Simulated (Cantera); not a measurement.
Feed: 1 mol Si2Cl6, 39 mol NH3, held at 13300 Pa.

Method: chemical equilibrium by Gibbs-energy minimisation in Cantera with the NASA 1993 tables (ideal gas, pure condensed phases). Candidate condensed phases: NH4Cl, Si, Si3N4; 28 gas species. The feed counts by its element totals alone. Gases not in the tables: Si2H6 and higher silanes. Rates play no part.

Q: Which condensed phases are stable at each of these points (T (K)): 823, 923, 1023, 1123, 1223, 1323, 1423, 1523, 1623, 1723, 1823, 1923, 2023, 2123?

A: 
| T (K) | condensed phases | Si condensed (%) |
|---|---|---|
| 823 | Si3N4(s) | 99.7 |
| 923 | Si3N4(s) | 99.8 |
| 1023 | Si3N4(s) | 99.9 |
| 1123 | Si3N4(s) | 99.9 |
| 1223 | Si3N4(s) | 99.9 |
| 1323 | Si3N4(s) | 99.8 |
| 1423 | Si3N4(s) | 99.4 |
| 1523 | Si3N4(s) | 97.9 |
| 1623 | Si3N4(s) | 93.6 |
| 1723 | Si3N4(s) | 83.6 |
| 1823 | Si3N4(s) | 67.0 |
| 1923 | Si(l) | 55.8 |
| 2023 | Si(l) | 56.4 |
| 2123 | Si(l) | 53.6 |

From 823 K to 1823 K the condensed part is Si3N4(s). From 1923 K to 2123 K the condensed part is Si(l).
